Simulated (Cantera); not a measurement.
An isothermal, constant-pressure homogeneous reactor starts with C₂H₆ : N₂ = 1 : 3.2 (molar parts), at 1798 K and 0.0132 atm. Integrator tolerance rtol = 1e-08.

Detailed kinetics in Cantera: GRI-Mech 3.0 (53 species, 325 reactions). GRI-Mech 3.0 stops at C3 and has no aromatics, soot or wall deposition, so with more carbon than oxygen in the feed, carbon stays in small species such as C2H2 where larger ones or solid carbon would form. Radical loss at walls, strong at low pressure, is not modelled.

Question: What does this change do: pressure from 0.0132 atm to 1.00 atm?

Answer: 
```json
[
 {"quantity": "x(C₂H₆) at 2.00 s", "before": "4.81e-9 (gas-phase equilibrium 5.47e-11)", "after": "5.03e-7 (gas-phase equilibrium 3.05e-7)"},
 {"quantity": "x(H) at 2.00 s", "before": "0.00170 (gas-phase equilibrium 0.00174)", "after": "0.000198 (gas-phase equilibrium 0.000199)"},
 {"quantity": "x(C₂H₂) at 2.00 s", "before": "0.161 (gas-phase equilibrium 0.0968)", "after": "0.159 (gas-phase equilibrium 0.0955)"},
 {"quantity": "x(CH₄) at 2.00 s", "before": "0.000503 (gas-phase equilibrium 4.43e-5)", "after": "0.00421 (gas-phase equilibrium 0.00329)"},
 {"quantity": "x(C₂H₄) at 2.00 s", "before": "1.65e-5 (gas-phase equilibrium 9.77e-6)", "after": "0.00120 (gas-phase equilibrium 0.000725)"},
 {"quantity": "x(CH₂) at 2.00 s", "before": "3.18e-7 (gas-phase equilibrium 2.94e-8)", "after": "3.74e-8 (gas-phase equilibrium 2.91e-8)"}
]
```

Question: What does this change do: pressure from 0.0132 atm to 0.000109 atm?

Answer: 
| quantity | before | after |
|---|---|---|
| x(C₂H₆) at 2.00 s | 4.81e-9 (gas-phase equilibrium 5.47e-11) | 2.98e-6 (gas-phase equilibrium <1e-12) |
| x(H) at 2.00 s | 0.00170 (gas-phase equilibrium 0.00174) | 0.000928 (gas-phase equilibrium 0.0188) |
| x(C₂H₂) at 2.00 s | 0.161 (gas-phase equilibrium 0.0968) | 0.148 (gas-phase equilibrium 0.0960) |
| x(CH₄) at 2.00 s | 0.000503 (gas-phase equilibrium 4.43e-5) | 0.0354 (gas-phase equilibrium 3.45e-7) |
| x(C₂H₄) at 2.00 s | 1.65e-5 (gas-phase equilibrium 9.77e-6) | 0.000723 (gas-phase equilibrium 7.71e-8) |
| x(CH₂) at 2.00 s | 3.18e-7 (gas-phase equilibrium 2.94e-8) | 6.08e-6 (gas-phase equilibrium 2.88e-8) |
